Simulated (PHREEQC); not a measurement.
Make-up at 25 °C: 0.02 mol/kgw CdSO4 and 0.099 mol/kgw FeSO4. Closed to the air; pH follows from the charge balance.

All values are PHREEQC results (ion-association model, phreeqc.dat), not measurements.

No solid was allowed to form.

Q: Estimate the pH, density.

A: pH 5.84; density 1.016 g/cm³.

Q: In which forms is S present?

A: SO4-2 48 %, FeSO4 37 %, Cd(SO4)2-2 8.4 %, CdSO4 7.0 % of the S.

Species that the database lacks are ignored.
